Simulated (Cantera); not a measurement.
Input (Python, Cantera):

```python
import numpy as np
import cantera as ct

gas = ct.Solution("gri30.yaml")
gas.TPX = 1100, 2666, {'H2': 0.0053, 'O2': 1, 'N2': 1.3}
reactor = ct.IdealGasConstPressureReactor(gas, energy="off", clone=False)
net = ct.ReactorNet([reactor])
net.rtol, net.atol = 1e-08, 1e-18
show = ['H2', 'O2', 'H2O2', 'H2O', 'NO', 'N2O', 'O']
times = np.geomspace(5e-05, 2, 9)

steps = ct.SolutionArray(gas, extra=["t"])
rows = []
print(f"{'t/s':>10s}{'T/K':>9s}{'P/Pa':>11s}" + "".join(f"{s:>11s}" for s in show))
for t in times:
    while net.time < t:
        t_next = net.step()
        steps.append(gas.state, t=t_next)
    rows.append([np.interp(t, steps.t, y) for y in (steps.T, steps.P, *steps(*show).X.T)])
    print(f"{t:10.3e}{rows[-1][0]:9.1f}{rows[-1][1]:11.4g}" + "".join(f"{x:11.3e}" for x in rows[-1][2:]))
rate = np.gradient(steps.T, steps.t)
print("integrator steps:", len(steps.t))
if steps.T.max() > steps.T[0] + 200:
    print(f"time of steepest temperature rise: {steps.t[rate.argmax()]:.4e} s")
gas.TPX = 1100, 2666, {'H2': 0.0053, 'O2': 1, 'N2': 1.3}
gas.equilibrate("TP")
print(f"equilibrium (TP): T = {gas.T:.1f} K  " + "  ".join(f"{s} {gas[s].X[0]:.3e}" for s in show))
```

Result:

```
       t/s      T/K       P/Pa         H2         O2       H2O2        H2O         NO        N2O          O
 5.000e-05   1100.0       2666  2.299e-03  4.338e-01  4.200e-17  6.115e-14  1.346e-24  1.602e-18  2.983e-12
 1.880e-04   1100.0       2666  2.299e-03  4.338e-01  5.955e-16  2.257e-12  6.225e-23  6.311e-18  2.743e-11
 7.071e-04   1100.0       2666  2.299e-03  4.338e-01  8.423e-15  5.546e-11  1.807e-21  3.010e-17  1.838e-10
 2.659e-03   1100.0       2666  2.299e-03  4.338e-01  1.191e-13  1.400e-09  5.721e-20  2.931e-16  1.833e-09
 1.000e-02   1100.0       2666  2.299e-03  4.338e-01  2.647e-12  3.559e-07  1.907e-17  5.412e-14  3.289e-07
 3.761e-02   1100.0       2666  3.139e-05  4.320e-01  1.792e-08  2.148e-03  1.048e-09  2.361e-09  1.557e-03
 1.414e-01   1100.0       2666  2.641e-06  4.326e-01  8.267e-09  2.249e-03  3.180e-09  1.185e-08  7.363e-04
 5.318e-01   1100.0       2666  5.215e-07  4.330e-01  5.930e-09  2.282e-03  4.501e-09  1.927e-08  1.500e-04
 2.000e+00   1100.0       2666  5.570e-08  4.331e-01  2.022e-09  2.295e-03  5.171e-09  2.240e-08  1.697e-05
integrator steps: 991
equilibrium (TP): T = 1100.0 K  H2 2.841e-11  O2 4.331e-01  H2O2 2.235e-12  H2O 2.302e-03  NO 1.039e-04  N2O 1.079e-09  O 1.012e-08
```

Model: GRI-Mech 3.0 (53 species, 325 reactions), integrated in Cantera. Radical loss at walls, strong at low pressure, is not modelled.
